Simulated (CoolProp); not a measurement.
A single-stage vapour-compression cycle with the fluid: evaporating at 264.15 K (dew point), condensing at 330.15 K (bubble point), superheat 2 K, subcooling 2 K, compressor efficiency 0.8, no pressure losses. The same conditions are run with several fluids, on thermodynamics alone (safety and materials aside).

The numbers come from the reference Helmholtz-energy equation of state of each fluid (R115: Lemmon 2016; n-perfluoropentane: Gao 2022; chloromethane (R40): Thol 2014; R142b: Lemmon 2006; R141b: Lemmon 2006; R404A: Lemmon 2003) in CoolProp. Blends and air are pseudo-pure fits.

```tsv
fluid	cooling COP	pressure ratio	discharge temperature (K)	refrigerating effect (kJ/kg)	volumetric capacity (kJ/m³)
R115	1.58	5.88	330.2	43.1	1090
n-perfluoropentane	1.59	13.1	330.2	35.7	91.2
chloromethane (R40)	2.50	7.13	418.1	310	1390
R142b	2.39	7.99	347.9	141	678
R141b	2.59	12.3	355.4	169	166
R404A	1.72	6.06	346.5	76.5	1710
```

The compression ends wet for: n-perfluoropentane.
